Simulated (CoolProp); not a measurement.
A closed Brayton cycle with carbon dioxide: compressor inlet 307.15 K and 8.3 MPa, high pressure 15.5 MPa, turbine inlet 635 K, compressor efficiency 0.8, turbine efficiency 0.85, recuperator effectiveness 0.95 (on enthalpy, no pinch check). Each further row changes one setting.

The numbers come from the reference Helmholtz-energy equation of state, Span 1996 in CoolProp.

```json
[
 {"case": "as stated", "thermal efficiency (%)": "23.6", "net work (kJ/kg)": "45.3", "compressor to turbine work": "0.23", "compressor exit (K)": "325.6", "turbine exit (K)": "572.9"},
 {"case": "turbine inlet 585 K", "thermal efficiency (%)": "21.5", "net work (kJ/kg)": "39.5", "compressor to turbine work": "0.26", "compressor exit (K)": "325.6", "turbine exit (K)": "525.2"},
 {"case": "compressor inlet 317.15 K", "thermal efficiency (%)": "23.0", "net work (kJ/kg)": "32.0", "compressor to turbine work": "0.46", "compressor exit (K)": "364.2", "turbine exit (K)": "572.9"},
 {"case": "high pressure 13.2 MPa", "thermal efficiency (%)": "20.8", "net work (kJ/kg)": "35.2", "compressor to turbine work": "0.21", "compressor exit (K)": "320.6", "turbine exit (K)": "588.8"},
 {"case": "recuperator effectiveness 0.5", "thermal efficiency (%)": "13.6", "net work (kJ/kg)": "45.3", "compressor to turbine work": "0.23", "compressor exit (K)": "325.6", "turbine exit (K)": "572.9"}
]
```
